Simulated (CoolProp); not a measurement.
A simple Rankine cycle with sulfur dioxide: condensing at 290.15 K, boiler at 3.31 MPa, turbine inlet 524 K, turbine efficiency 0.75, pump efficiency 0.6, no recuperator. Each further row changes one setting.

Values from CoolProp's reference Helmholtz-energy equation of state, Gao 2016.

```
case                             thermal efficiency (%)  net work (kJ/kg)  heat in (kJ/kg)  turbine exit temperature (K)  volume ratio over the turbine
-------------------------------  ----------------------  ----------------  ---------------  ----------------------------  -----------------------------
as stated                                          17.5              89.0              509                           ___                           8.28
condensing temperature 282.15 K                    18.8               ___              520                         355.6                           10.7
boiler pressure 2.32 MPa                           15.7              80.8              ___                           ___                           6.03
turbine efficiency 0.65                            15.1              76.7              509                         387.6                           8.71
```

Q: Fill in the missing entries.

A: 
- as stated, turbine exit temperature (K): 369.8
- condensing temperature 282.15 K, net work (kJ/kg): 97.7
- boiler pressure 2.32 MPa, heat in (kJ/kg): 516
- boiler pressure 2.32 MPa, turbine exit temperature (K): 391.9
